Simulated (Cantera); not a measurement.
Cantera run, input and output.

```python
import numpy as np
import cantera as ct

gas = ct.Solution("gri30.yaml")
gas.TPX = 498, 440000, {'CH4': 1, 'C2H6': 0.4, 'C3H8': 0.87, 'O2': 7.05, 'N2': 26.5}
flame = ct.FreeFlame(gas, width=0.014)
flame.set_refine_criteria(ratio=3, slope=0.08, curve=0.16)
flame.transport_model = "mixture-averaged"
flame.solve(loglevel=0, auto=True)
z, T = flame.grid, flame.T
thick = (T[-1] - T[0]) / np.gradient(T, z).max()
show = ['CH4', 'C2H6', 'C3H8', 'NO', 'N2O', 'HCN']
print(f"laminar burning velocity  {flame.velocity[0] * 100:.3f} cm/s")
print(f"burnt temperature         {T[-1]:.1f} K")
print(f"thermal thickness         {thick * 1e3:.4f} mm")
print(f"grid points               {len(z)}")
z0 = z[flame.heat_release_rate.argmax()]
print(f"{'z/mm':>9s}{'T/K':>9s}{'u/(m/s)':>9s}" + "".join(f"{s:>11s}" for s in show))
rows = []
for k in (-3, -2, -1.5, -1, -0.5, -0.25, 0, 0.25, 0.5, 1, 2, 4, 8):
    zz = z0 + k * thick
    rows.append([k * thick, np.interp(zz, z, T), np.interp(zz, z, flame.velocity),
                 *(np.interp(zz, z, flame.X[gas.species_index(s)]) for s in show)])
    print(f"{rows[-1][0] * 1e3:9.3f}{rows[-1][1]:9.1f}{rows[-1][2]:9.3f}" + "".join(f"{x:11.3e}" for x in rows[-1][3:]))
```

Result:

```
laminar burning velocity  71.376 cm/s
burnt temperature         2391.2 K
thermal thickness         0.0922 mm
grid points               146
     z/mm      T/K  u/(m/s)        CH4       C2H6       C3H8         NO        N2O        HCN
   -0.277    498.2    0.715  2.788e-02  1.116e-02  2.427e-02  3.827e-10  1.521e-12  1.072e-10
   -0.184    500.6    0.720  2.777e-02  1.113e-02  2.422e-02  5.656e-09  3.263e-11  2.188e-09
   -0.138    510.0    0.735  2.753e-02  1.108e-02  2.414e-02  2.894e-08  2.092e-10  1.352e-08
   -0.092    577.1    0.839  2.631e-02  1.080e-02  2.373e-02  2.694e-07  2.331e-09  1.407e-07
   -0.046    998.1    1.489  2.003e-02  8.001e-03  1.715e-02  4.307e-06  2.947e-08  1.572e-06
   -0.023   1434.4    2.190  1.321e-02  3.799e-03  5.908e-03  1.124e-05  7.589e-08  3.822e-06
    0.000   1846.6    2.862  4.367e-03  2.560e-04  1.242e-04  2.240e-05  1.516e-07  7.473e-06
    0.023   2036.2    3.153  4.477e-04  9.671e-07  4.374e-08  3.800e-05  2.264e-07  7.554e-06
    0.046   2104.1    3.242  2.336e-05  1.417e-09  2.018e-12  4.972e-05  2.658e-07  3.631e-06
    0.092   2176.1    3.331  8.033e-08  3.601e-14  5.001e-19  6.091e-05  2.632e-07  6.006e-07
    0.184   2251.0    3.429  8.486e-12  2.581e-20  2.100e-28  7.245e-05  2.354e-07  3.065e-08
    0.369   2314.9    3.513  1.182e-14  4.686e-27  6.013e-38  8.695e-05  1.997e-07  6.362e-10
    0.738   2357.6    3.569  1.151e-14 -1.416e-26  7.231e-41  1.041e-04  1.583e-07  1.684e-10
```

Model: GRI-Mech 3.0 (53 species, 325 reactions), integrated in Cantera. GRI-Mech 3.0 was tuned for natural gas; its chemistry of propane as a main component is partial and can be far from experiment. Burning velocities carry a grid error of a few per cent, more on coarse grids.
